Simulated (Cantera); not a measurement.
What does this Cantera script print?

```python
import numpy as np
import cantera as ct

gas = ct.Solution("gri30.yaml")
gas.TPX = 1250, 1600, {'N2O': 1, 'O2': 0.45}
reactor = ct.IdealGasConstPressureReactor(gas, energy="off", clone=False)
net = ct.ReactorNet([reactor])
net.rtol, net.atol = 1e-08, 1e-18
show = ['N2O', 'O2', 'O', 'NO', 'N2']
times = np.geomspace(0.0002, 10, 9)

steps = ct.SolutionArray(gas, extra=["t"])
rows = []
print(f"{'t/s':>10s}{'T/K':>9s}{'P/Pa':>11s}" + "".join(f"{s:>11s}" for s in show))
for t in times:
    while net.time < t:
        t_next = net.step()
        steps.append(gas.state, t=t_next)
    rows.append([np.interp(t, steps.t, y) for y in (steps.T, steps.P, *steps(*show).X.T)])
    print(f"{t:10.3e}{rows[-1][0]:9.1f}{rows[-1][1]:11.4g}" + "".join(f"{x:11.3e}" for x in rows[-1][2:]))
rate = np.gradient(steps.T, steps.t)
print("integrator steps:", len(steps.t))
if steps.T.max() > steps.T[0] + 200:
    print(f"time of steepest temperature rise: {steps.t[rate.argmax()]:.4e} s")
gas.TPX = 1250, 1600, {'N2O': 1, 'O2': 0.45}
gas.equilibrate("TP")
print(f"equilibrium (TP): T = {gas.T:.1f} K  " + "  ".join(f"{s} {gas[s].X[0]:.3e}" for s in show))
```

Result:

```
       t/s      T/K       P/Pa        N2O         O2          O         NO         N2
 2.000e-04   1250.0       1600  6.897e-01  3.103e-01  1.368e-06  8.129e-08  1.973e-06
 7.734e-04   1250.0       1600  6.896e-01  3.103e-01  3.149e-06  8.536e-07  9.498e-06
 2.991e-03   1250.0       1600  6.896e-01  3.104e-01  3.852e-06  5.398e-06  4.400e-05
 1.156e-02   1250.0       1600  6.894e-01  3.104e-01  3.858e-06  2.365e-05  1.798e-04
 4.472e-02   1250.0       1600  6.886e-01  3.106e-01  3.858e-06  9.419e-05  7.044e-04
 1.729e-01   1250.0       1600  6.857e-01  3.112e-01  3.858e-06  3.660e-04  2.726e-03
 6.687e-01   1250.0       1600  6.747e-01  3.135e-01  3.858e-06  1.404e-03  1.044e-02
 2.586e+00   1250.0       1600  6.339e-01  3.220e-01  3.856e-06  5.223e-03  3.886e-02
 1.000e+01   1250.0       1600  5.022e-01  3.496e-01  3.849e-06  1.755e-02  1.306e-01
integrator steps: 468
equilibrium (TP): T = 1250.0 K  N2O 2.419e-09  O2 4.870e-01  O 3.844e-07  NO 3.485e-04  N2 5.126e-01
```

Model: GRI-Mech 3.0 (53 species, 325 reactions), integrated in Cantera. GRI-Mech 3.0 was tuned for natural gas; its chemistry of N2O as a main component is partial and can be far from experiment. Radical loss at walls, strong at low pressure, is not modelled. The mechanism lacks the step 2 NO + O2 → 2 NO2, which can matter for NO2 below about 1400 K. The temperature is held fixed by assumption; the heat of reaction is taken as removed at once.
